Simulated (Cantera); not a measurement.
Cantera run:

```python
import numpy as np
import cantera as ct

gas_names = """
    AL ALCL ALCL2 ALCL3 ALH AL2 AL2CL6 CL CL2 H HCL H2
""".split()
cond_names = """
    AL(cr) AL(L) ALCL3(s) ALCL3(L)
""".split()


# ... load() reads the species with a 1 bar reference pressure and builds the phases ...
atoms = {
    'Al': {'AL': 1},
    'HCl': {'H': 1, 'CL': 1},
    'H2': {'H': 2},
}
top_T = {}  # K; cautious upper limits of use, not melting points


# ... equilibrate(T, P, feed) seeds the gas with the atoms and calls Mixture.equilibrate('TP', solver="vcs", rtol=1e-11, max_steps=5000) ...
results = []
feed = {'Al': 1, 'HCl': 1.9, 'H2': 49}  # mol
P = 4.3  # Pa
for T in [525, 575, 625, 675, 725, 775, 825, 875, 925, 975, 1025, 1075, 1125]:
    mix = equilibrate(T, P, feed)
    results.append((T, P, feed, dict(zip(mix.species_names, mix.species_moles))))

top = {s: max(r[3][s] / sum(r[3][g] for g in gas_names) for r in results) for s in gas_names}
cols = sorted((s for s in top if top[s] > 0.001), key=lambda s: -top[s])[:7]
seen = [c for c in cond_names if any(r[3].get(c, 0) > 1e-12 for r in results)]
print("log10 of partial pressures in bar; condensed amounts in mol")
print(f"{'T/K':>10s}" + "".join(f"{s[:9]:>10s}" for s in cols + seen))
for T, P, feed, n in results:
    ng = sum(n[g] for g in gas_names)
    print(f"{T:10.4g}" + "".join(f"{np.log10(max(n[s] / ng * P / 1e5, 1e-99)):10.3f}" for s in cols)
          + "".join(f"{n.get(c, 0):10.4g}" for c in seen))
```

Result:

```
log10 of partial pressures in bar; condensed amounts in mol
       T/K        H2      ALCL     ALCL3       HCL     ALCL2    AL(cr)
       525    -4.372   -10.962    -6.289   -13.132   -11.438    0.3667
       575    -4.372    -9.730    -6.271   -12.244   -10.491    0.3665
       625    -4.372    -8.703    -6.270   -11.503    -9.707     0.365
       675    -4.372    -7.833    -6.274   -10.874    -9.044    0.3548
       725    -4.373    -7.090    -6.294   -10.338    -8.486    0.3016
       775    -4.374    -6.469    -6.381    -9.896    -8.047   0.09532
       825    -4.375    -6.340    -6.429    -9.285    -7.857         0
       875    -4.375    -6.341    -6.433    -8.668    -7.727         0
       925    -4.375    -6.341    -6.439    -8.120    -7.613         0
       975    -4.375    -6.337    -6.453    -7.636    -7.512         0
      1025    -4.376    -6.323    -6.481    -7.213    -7.424         0
      1075    -4.377    -6.292    -6.541    -6.857    -7.353         0
      1125    -4.378    -6.243    -6.657    -6.573    -7.308         0
```

Equilibrium computed with Cantera from the NASA thermochemical tables; the gas is ideal and each condensed phase is pure. The tables' values for AlCl2 are old estimates; treat these amounts as uncertain.
